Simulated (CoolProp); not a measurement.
Vapour pressure (MPa) of R125: the reference equation beside estimates from Tc = 339.2 K, pc = 3.618 MPa, ω = 0.305. Clausius-Clapeyron is anchored at 256.2 K with a constant enthalpy of vaporisation of 17.45 kJ/mol.

Values from CoolProp's reference Helmholtz-energy equation of state, Lemmon 2005.

| T (K) | reference | Clausius-Clapeyron | Soave-Redlich-Kwong |
|---|---|---|---|
| 222.3 | 0.08831 | 0.1082 | 0.08789 |
| 229.1 | 0.1230 | 0.1432 | 0.1227 |
| 235.9 | 0.1676 | 0.1865 | 0.1675 |
| 242.7 | 0.2239 | 0.2393 | 0.2241 |
| 249.4 | 0.2925 | 0.3019 | 0.2933 |
| 256.2 | 0.3775 | 0.3775 | 0.3793 |
| 263 | 0.4800 | 0.4665 | 0.4832 |
| 269.8 | 0.6023 | 0.5705 | 0.6074 |
| 276.6 | 0.7466 | 0.6907 | 0.7542 |
| 283.3 | 0.9128 | 0.8265 | 0.9232 |
| 290.1 | 1.108 | 0.9832 | 1.122 |
| 296.9 | 1.333 | 1.160 | 1.351 |
| 303.7 | 1.591 | 1.359 | 1.613 |
| 310.5 | 1.884 | 1.581 | 1.910 |

Absolute difference from the reference over all 14 rows, mean and median: Clausius-Clapeyron 10.0 and 10.4 %, Soave-Redlich-Kwong 0.8 and 0.8 %.
